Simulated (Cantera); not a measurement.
A Cantera script and its output.

```python
import numpy as np
import cantera as ct

gas = ct.Solution("gri30.yaml")
gas.TPX = 1225, 1900000, {'H2': 1, 'O2': 0.532, 'N2': 2}
reactor = ct.IdealGasConstPressureReactor(gas, energy="on", clone=False)
net = ct.ReactorNet([reactor])
net.rtol, net.atol = 1e-08, 1e-16
show = ['H2', 'O2', 'OH', 'H2O', 'O', 'NO', 'N2O']
times = np.geomspace(4e-06, 0.2, 13)

steps = ct.SolutionArray(gas, extra=["t"])
rows = []
print(f"{'t/s':>10s}{'T/K':>9s}{'P/Pa':>11s}" + "".join(f"{s:>11s}" for s in show))
for t in times:
    while net.time < t:
        t_next = net.step()
        steps.append(gas.state, t=t_next)
    rows.append([np.interp(t, steps.t, y) for y in (steps.T, steps.P, *steps(*show).X.T)])
    print(f"{t:10.3e}{rows[-1][0]:9.1f}{rows[-1][1]:11.4g}" + "".join(f"{x:11.3e}" for x in rows[-1][2:]))
rate = np.gradient(steps.T, steps.t)
print("integrator steps:", len(steps.t))
if steps.T.max() > steps.T[0] + 200:
    print(f"time of steepest temperature rise: {steps.t[rate.argmax()]:.4e} s")
gas.TPX = 1225, 1900000, {'H2': 1, 'O2': 0.532, 'N2': 2}
gas.equilibrate("HP")
print(f"equilibrium (HP): T = {gas.T:.1f} K  " + "  ".join(f"{s} {gas[s].X[0]:.3e}" for s in show))
```

Result:

```
       t/s      T/K       P/Pa         H2         O2         OH        H2O          O         NO        N2O
 4.000e-06   1225.0    1.9e+06  2.831e-01  1.506e-01  1.243e-09  4.583e-07  2.159e-09  1.718e-17  7.560e-13
 9.855e-06   1225.0    1.9e+06  2.831e-01  1.506e-01  3.135e-09  2.011e-06  4.696e-09  1.064e-16  4.282e-12
 2.428e-05   1225.2    1.9e+06  2.831e-01  1.506e-01  2.078e-08  1.974e-05  2.614e-08  3.405e-15  4.182e-11
 5.981e-05   1240.0    1.9e+06  2.812e-01  1.493e-01  1.865e-06  1.827e-03  1.535e-06  8.053e-12  1.605e-09
 1.474e-04   2943.2    1.9e+06  2.147e-02  1.323e-02  1.916e-02  2.899e-01  2.463e-03  5.855e-03  1.975e-06
 3.630e-04   2936.7    1.9e+06  2.201e-02  1.200e-02  1.842e-02  2.897e-01  2.292e-03  9.365e-03  2.105e-06
 8.944e-04   2936.3    1.9e+06  2.203e-02  1.195e-02  1.839e-02  2.897e-01  2.285e-03  9.527e-03  2.114e-06
 2.204e-03   2936.3    1.9e+06  2.203e-02  1.195e-02  1.839e-02  2.897e-01  2.285e-03  9.527e-03  2.114e-06
 5.429e-03   2936.3    1.9e+06  2.203e-02  1.195e-02  1.839e-02  2.897e-01  2.285e-03  9.527e-03  2.114e-06
 1.337e-02   2936.3    1.9e+06  2.203e-02  1.195e-02  1.839e-02  2.897e-01  2.285e-03  9.527e-03  2.114e-06
 3.295e-02   2936.3    1.9e+06  2.203e-02  1.195e-02  1.839e-02  2.897e-01  2.285e-03  9.527e-03  2.114e-06
 8.118e-02   2936.3    1.9e+06  2.203e-02  1.195e-02  1.839e-02  2.897e-01  2.285e-03  9.527e-03  2.114e-06
 2.000e-01   2936.3    1.9e+06  2.203e-02  1.195e-02  1.839e-02  2.897e-01  2.285e-03  9.527e-03  2.114e-06
integrator steps: 1398
time of steepest temperature rise: 7.0634e-05 s
equilibrium (HP): T = 2936.3 K  H2 2.203e-02  O2 1.195e-02  OH 1.839e-02  H2O 2.897e-01  O 2.285e-03  NO 9.527e-03  N2O 2.114e-06
```

Model: GRI-Mech 3.0 (53 species, 325 reactions), integrated in Cantera. The hydrogen kinetics of GRI-Mech 3.0 are dated; newer H2 mechanisms differ, most at raised pressure. The pressure lies above the range GRI-Mech 3.0 was tuned for (to about 10 atm).
